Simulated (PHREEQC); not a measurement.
Make-up at 25 °C: 0.071 mol HF, 0.026 mol H2SiF6, 3.5e-05 mol HBF4 and 6.4e-05 mol HCl per kg of water. Closed to the air; pH follows from the charge balance.

Model: ion-association model, phreeqc.dat, run in PHREEQC.

| Item | Value |
|---|---|
| pH | 1.35 |
| ionic strength | 0.0798 mol/kgw |
| density | 1.000 g/cm³ |
| total alkalinity | -227 meq/kg |

```json
[
 {"species": "HF", "molality": "0.0689", "activity": "0.0702", "log γ": "0.008"},
 {"species": "H+", "molality": "0.0538", "activity": "0.0449", "log γ": "-0.079"},
 {"species": "SiF6-2", "molality": "0.0260", "activity": "0.0105", "log γ": "-0.394"},
 {"species": "F-", "molality": "0.00134", "activity": "0.00104", "log γ": "-0.109"},
 {"species": "HF2-", "molality": "0.000354", "activity": "0.000281", "log γ": "-0.100"},
 {"species": "Cl-", "molality": "6.40e-5", "activity": "5.01e-5", "log γ": "-0.106"},
 {"species": "BF4-", "molality": "3.48e-5", "activity": "2.76e-5", "log γ": "-0.100"},
 {"species": "BF3OH-", "molality": "1.82e-7", "activity": "1.45e-7", "log γ": "-0.100"},
 {"species": "BF2(OH)2-", "molality": "3.54e-9", "activity": "2.81e-9", "log γ": "-0.100"},
 {"species": "H3BO3", "molality": "1.32e-9", "activity": "1.34e-9", "log γ": "0.008"},
 {"species": "H4SiO4", "molality": "1.29e-9", "activity": "1.31e-9", "log γ": "0.008"}
]
```

This is a speciation only: nothing precipitates in the calculation. Complexes and solids missing from the database can't appear. SiF6-2 is the database's only silicon fluoride. Real BF4- forms and hydrolyses slowly; the run takes it at equilibrium.
